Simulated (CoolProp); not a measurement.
Vapour-liquid equilibrium of C3F8 (R218) (1) + c-C4F8 (RC318) (2) at 136 kPa; x and y are mole fractions of (1).

Computed with CoolProp (multi-fluid Helmholtz-energy mixture model, Lemmon 2006 and Platzer 1990; pair parameters Bell 2016). This equation is an older, rougher fit; its heat capacities, sound speeds and derivatives of the liquid may be far off and weren't checked against measurements.

```csv
x,bubble temperature (°C),y at the bubble point,dew temperature at overall composition x (°C),liquid density (mol/L)
0.05,0.6,0.078,0.9,7.970
0.15,-1.6,0.253,-0.2,8.032
0.25,-4.7,0.432,-1.6,8.102
0.35,-8.4,0.593,-3.2,8.175
0.45,-12.4,0.723,-5.1,8.246
0.55,-16.4,0.821,-7.4,8.310
0.65,-20.2,0.890,-10.1,8.363
0.75,-23.5,0.938,-13.4,8.402
0.85,-26.4,0.970,-17.9,8.425
0.95,-28.9,0.992,-24.5,8.432
```

No azeotrope shows between x = 0.05 and 0.95.

Pair parameters are fitted to limited data, so mixtures are less certain than the pure fluids.
